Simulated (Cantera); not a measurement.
Adiabatic ignition

An adiabatic, constant-volume homogeneous reactor starts with CO : H2 : O2 : N2 = 1 : 0.61 : 1.96 : 7.38 (molar parts), at 1423 K and 0.326 atm.

Model: GRI-Mech 3.0 (53 species, 325 reactions), integrated in Cantera.

| t (s) | T (K) | P (bar) | x CO | x H2 | x O2 | x NO2 | x NO | x CO2 | x N2O |
|---|---|---|---|---|---|---|---|---|---|
| 4.00e-6 | 1423 | 0.330 | 0.0913 | 0.0557 | 0.179 | <1e-12 | <1e-12 | 2.32e-8 | <1e-12 |
| 1.59e-5 | 1423 | 0.330 | 0.0913 | 0.0557 | 0.179 | <1e-12 | <1e-12 | 2.01e-7 | <1e-12 |
| 6.33e-5 | 1426 | 0.331 | 0.0906 | 0.0491 | 0.175 | <1e-12 | 1.57e-9 | 0.000709 | 1.03e-9 |
| 0.000252 | 1839 | 0.418 | 0.0351 | 0.00487 | 0.113 | 2.98e-9 | 2.26e-5 | 0.0581 | 1.11e-7 |
| 0.00100 | 2314 | 0.511 | 0.0229 | 0.00257 | 0.114 | 6.45e-8 | 0.000252 | 0.0731 | 2.59e-7 |
| 0.00399 | 2508 | 0.547 | 0.0134 | 0.00133 | 0.112 | 1.18e-6 | 0.00250 | 0.0837 | 5.19e-7 |
| 0.0159 | 2500 | 0.545 | 0.0129 | 0.00129 | 0.109 | 4.35e-6 | 0.00922 | 0.0843 | 5.48e-7 |
| 0.0632 | 2492 | 0.543 | 0.0125 | 0.00126 | 0.106 | 7.07e-6 | 0.0151 | 0.0847 | 5.93e-7 |
| 0.251 | 2491 | 0.543 | 0.0125 | 0.00125 | 0.106 | 7.20e-6 | 0.0153 | 0.0848 | 5.96e-7 |
| 1.00 | 2491 | 0.543 | 0.0125 | 0.00125 | 0.106 | 7.20e-6 | 0.0153 | 0.0848 | 5.96e-7 |
x: mole fraction; the columns are a selection and need not sum to one.

```yaml
time_of_steepest_temperature_rise: 85.7 µs
temperature at 1.00 s: 2491 K
equilibrium_temperature: 2491 K
x(CO) at 1.00 s: 0.0125 (gas-phase equilibrium 0.0125)
x(H2) at 1.00 s: 0.00125 (gas-phase equilibrium 0.00125)
x(O2) at 1.00 s: 0.106 (gas-phase equilibrium 0.106)
```
